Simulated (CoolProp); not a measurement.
Values from CoolProp's reference Helmholtz-energy equation of state, Smukala 2000.

**Question.** Give the vapour pressure (kPa), liquid density (kg/m³), vapour density (kg/m³), enthalpy of vaporisation (kJ/kg) of saturated ethylene at -56.55, -13.25, -9.25 °C.

**Answer.** 
| T (°C) | p (kPa) | liquid density (kg/m³) | vapour density (kg/m³) | enthalpy of vaporisation (kJ/kg) |
|---|---|---|---|---|
| -56.55 | 852 | 493 | 15.6 | 399 |
| -13.25 | 3000 | 394 | 61.3 | 264 |
| -9.25 | 3300 | 380 | 70.0 | 244 |
